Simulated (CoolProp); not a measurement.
Properties of nitrogen along the isotherm 122.8 K.

Model: reference Helmholtz-energy equation of state, Span 2000, in CoolProp.

```tsv
p (MPa)	phase	Z	cp (kJ/(kg K))	cv (kJ/(kg K))	speed of sound (m/s)	conductivity (mW/(m K))	fugacity coefficient
3.4	liquid	0.1824	[?]	0.9958	318.1	59.2	0.6066
6.79	liquid	0.3192	2.585	0.9377	462.3	[?]	0.3593
10.2	liquid	[?]	2.251	0.9345	538.8	80.4	0.2794
13.6	liquid	0.5805	2.092	0.9380	595.2	87.1	0.2429
17	liquid	0.7044	1.996	0.9434	641.4	92.9	0.2242
20.4	liquid	0.8252	1.931	0.9493	681.0	98.1	0.2147
23.8	liquid	0.9434	1.883	0.9555	716.0	103	0.2109
27.2	liquid	1.059	[?]	0.9616	747.5	107	0.2109
30.6	liquid	1.173	1.817	0.9676	776.3	111	0.2138
34	liquid	1.285	1.794	0.9735	802.9	115	0.2190
```

Question: What belongs in the gaps?

Answer: 
- 3.4, cp (kJ/(kg K)): 4.339
- 6.79, conductivity (mW/(m K)): 72.0
- 10.2, Z: 0.4526
- 27.2, cp (kJ/(kg K)): 1.846

Thermal conductivity comes from a separate model (Lemmon 2004).
